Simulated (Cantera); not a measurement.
## N2O furnace oxynitridation

An isothermal, constant-pressure homogeneous reactor starts with N2O : N2 = 1 : 3.2 (molar parts), at 1050 K and 1.01 bar.

Cantera simulation using GRI-Mech 3.0 (53 species, 325 reactions); the numbers are that mechanism's predictions, not measurements. GRI-Mech 3.0 was tuned for natural gas; its chemistry of N2O as a main component is partial and can be far from experiment. The mechanism lacks the step 2 NO + O2 → 2 NO2, which can matter for NO2 below about 1400 K. The temperature is held fixed by assumption; the heat of reaction is taken as removed at once.

| t (s) | x N2O | x O2 | x N2 | x NO | x NO2 | x O |
|---|---|---|---|---|---|---|
| 6.00e-6 | 0.238 | 1.00e-9 | 0.762 | 1.12e-10 | <1e-12 | 1.50e-8 |
| 2.40e-5 | 0.238 | 1.41e-8 | 0.762 | 1.57e-9 | <1e-12 | 4.93e-8 |
| 9.59e-5 | 0.238 | 1.45e-7 | 0.762 | 1.62e-8 | <1e-12 | 1.04e-7 |
| 0.000383 | 0.238 | 8.61e-7 | 0.762 | 9.64e-8 | 1.50e-12 | 1.16e-7 |
| 0.00153 | 0.238 | 3.77e-6 | 0.762 | 4.22e-7 | 2.87e-11 | 1.16e-7 |
| 0.00613 | 0.238 | 1.54e-5 | 0.762 | 1.72e-6 | 4.77e-10 | 1.16e-7 |
| 0.0245 | 0.238 | 6.19e-5 | 0.762 | 6.92e-6 | 7.38e-9 | 1.16e-7 |
| 0.0979 | 0.238 | 0.000248 | 0.762 | 2.76e-5 | 1.03e-7 | 1.16e-7 |
| 0.391 | 0.236 | 0.000985 | 0.763 | 0.000109 | 1.03e-6 | 1.16e-7 |
| 1.57 | 0.229 | 0.00385 | 0.767 | 0.000423 | 5.83e-6 | 1.13e-7 |
| 6.26 | 0.205 | 0.0142 | 0.780 | 0.00152 | 2.29e-5 | 1.04e-7 |
| 25.0 | 0.137 | 0.0432 | 0.816 | 0.00429 | 6.59e-5 | 7.72e-8 |
| 100 | 0.0394 | 0.0851 | 0.868 | 0.00708 | 0.000110 | 2.98e-8 |
x: mole fraction; the columns are a selection and need not sum to one.

Equilibrium at this temperature and pressure: N2O 3.38e-9, O2 0.106, N2 0.894, NO 4.02e-5, NO2 1.11e-6, O 2.18e-10 (gas phase only).
